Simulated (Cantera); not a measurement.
**Transport properties of process gases**

Gas mixture: 34.5 % C₂H₄, 17.3 % CO₂, 48.2 % C₃H₈, at 750 Torr, frozen composition.

Cantera's kinetic-theory transport with the Lennard-Jones parameters of GRI-Mech 3.0, ideal gas; thermal conductivity in the multicomponent form. The composition is frozen, though it would react at the higher temperatures.

| T (K) | ρ (kg/m³) | cp (J/kg/K) | μ (µPa s) | λ (mW/m/K) | Pr | D (cm²/s) C₂H₂ | D (cm²/s) O | D (cm²/s) H |
|---|---|---|---|---|---|---|---|---|
| 400 | 1.16 | 1833 | 12.9 | 30.4 | 0.777 | 0.184 | 0.356 | 1.35 |
| 650 | 0.713 | 2587 | 19.6 | 64.9 | 0.780 | 0.447 | 0.832 | 3.22 |
| 900 | 0.515 | 3101 | 25.2 | 100.0 | 0.780 | 0.793 | 1.45 | 5.66 |
| 1150 | 0.403 | 3460 | 30.1 | 134 | 0.778 | 1.21 | 2.19 | 8.60 |
| 1400 | 0.331 | 3718 | 34.5 | 165 | 0.777 | 1.69 | 3.04 | 12.0 |
| 1650 | 0.281 | 3916 | 38.5 | 195 | 0.775 | 2.23 | 4.00 | 15.8 |
| 1900 | 0.244 | 4065 | 42.4 | 222 | 0.774 | 2.82 | 5.05 | 20.0 |
D: mixture-averaged diffusion coefficient of that species in the mixture.
